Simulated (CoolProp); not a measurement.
Properties of dodecamethylcyclohexasiloxane (D6) along the isotherm 346.85 °C (Tc = 372.6 °C, pc = 9.614 bar, ω = 0.736).

Values from CoolProp's reference Helmholtz-energy equation of state, Colonna 2008. It is a short technical equation, of lower accuracy than the large ones.

| p (bar) | phase | density (kg/m³) | cp (kJ/(kg K)) | cv (kJ/(kg K)) | speed of sound (m/s) | Joule-Thomson coefficient (K/MPa) |
|---|---|---|---|---|---|---|
| 0.901 | gas | 8.151 | 1.963 | 1.940 | 103.3 | 10.37 |
| 1.8 | gas | 17.14 | 1.970 | 1.941 | 98.09 | 11.22 |
| 2.7 | gas | 27.21 | 1.981 | 1.943 | 92.57 | 12.30 |
| 3.61 | gas | 38.82 | 1.996 | 1.946 | 86.48 | 13.78 |
| 4.51 | gas | 52.26 | 2.020 | 1.949 | 79.72 | 15.87 |
| 5.41 | gas | 68.65 | 2.064 | 1.955 | 71.71 | 19.25 |
| 6.31 | gas | 90.57 | 2.169 | 1.964 | 61.02 | 26.14 |
| 7.21 | liquid | 501.2 | 2.441 | 1.979 | 121.3 | 3.190 |
| 8.11 | liquid | 508.2 | 2.404 | 1.979 | 128.8 | 2.777 |
| 9.01 | liquid | 514.4 | 2.375 | 1.978 | 135.5 | 2.465 |
| 9.91 | liquid | 520.0 | 2.353 | 1.978 | 141.6 | 2.217 |
| 10.8 | liquid | 525.1 | 2.335 | 1.978 | 147.2 | 2.016 |
| 11.7 | liquid | 529.8 | 2.319 | 1.978 | 152.4 | 1.847 |
| 12.6 | liquid | 534.2 | 2.306 | 1.978 | 157.3 | 1.702 |
| 13.5 | liquid | 538.3 | 2.295 | 1.978 | 162.0 | 1.577 |
| 14.4 | liquid | 542.2 | 2.285 | 1.978 | 166.4 | 1.467 |
